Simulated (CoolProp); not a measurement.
Octamethyltrisiloxane (MDM) along the isotherm 151.25 °C: density (kg/m³) from the reference equation and from simpler models built on Tc = 292.2 °C, pc = 1438 kPa, ω = 0.528; each cubic takes its own stable root.

The numbers come from the reference Helmholtz-energy equation of state, Thol 2017 in CoolProp.

| p (kPa) | phase | reference |
|---|---|---|
| 2.27 | gas | 0.1524 |
| 3.34 | gas | 0.2244 |
| 4.9 | gas | 0.3296 |
| 7.19 | gas | 0.4844 |
| 10.6 | gas | 0.7158 |
| 15.5 | gas | 1.050 |
| 22.7 | gas | 1.546 |
| 33.4 | gas | 2.293 |
| 49 | gas | 3.403 |
| 71.9 | gas | 5.084 |
| 106 | liquid | 676.7 |
| 155 | liquid | 677.0 |
| 227 | liquid | 677.3 |
| 334 | liquid | 677.8 |
| 490 | liquid | 678.5 |
| 719 | liquid | 679.5 |

**Question.** How far does each simpler model (van der Waals, Redlich-Kwong, Soave-Redlich-Kwong, Peng-Robinson) lie from the reference over these 16 states: mean and median of the absolute difference, and the worst?

**Answer.** 
- van der Waals: mean 30.0 %, median 1.3 %, worst -98.9 % at 151.25 °C and 106 kPa
- Redlich-Kwong: mean 16.6 %, median 0.7 %, worst -98.9 % at 151.25 °C and 106 kPa
- Soave-Redlich-Kwong: mean 3.4 %, median 0.2 %, worst -8.9 % at 151.25 °C and 106 kPa
- Peng-Robinson: mean 1.2 %, median 0.1 %, worst +3.4 % at 151.25 °C and 719 kPa

At some of these states van der Waals, Redlich-Kwong gives the other phase, because its saturation line lies elsewhere.
